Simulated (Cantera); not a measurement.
## borazine + H2O + H2 (boron, boron nitride and boron oxide)

Charge: 1 mol borazine, 8.4 mol H2O, 0.7 mol H2.

These are equilibrium values from Cantera (NASA tables, ideal gas, pure condensed phases), not measurements of a reactor. Candidate condensed phases: B, BN, B2O3, B3O3H3, H2O; 39 gas species. The feed counts by its element totals alone. Gases not in the tables: H3BO3. Equilibrium is a limit: real reactors are often held back by kinetics, nucleation or transport.

Problem. Map the stable condensed phases over T = 1048, 1098, 1148, 1198, 1248, 1298, 1348, 1398, 1448, 1498 K and P in Pa = 10, 25, 63, 160, 400, 1000, 2500, 6300, 16000, 40000, 100000.

Solution. 
```
T in K \ P in Pa
             10     25     63    160    400   1000   2500   6300  16000  40000 100000
   1498       A      A      A      A      B      B      B      B      B      B      B
   1448       A      A      A      B      B      B      B      B      B      B      B
   1398       A      A      B      B      B      B      B      B      B      B      B
   1348       A      B      B      B      B      B      B      B      B      B      B
   1298       B      B      B      B      B      B      B      B      B      B      B
   1248       B      B      B      B      B      B      B      B      B      B      B
   1198       B      B      B      B      B      B      B      B      B      B      B
   1148       B      B      B      B      B      B      B      B      B      B      B
   1098       B      B      B      B      B      B      B      B      B      B      B
   1048       B      B      B      B      B      B      B      B      B      B      B
```
A: gas only; B: B2O3.
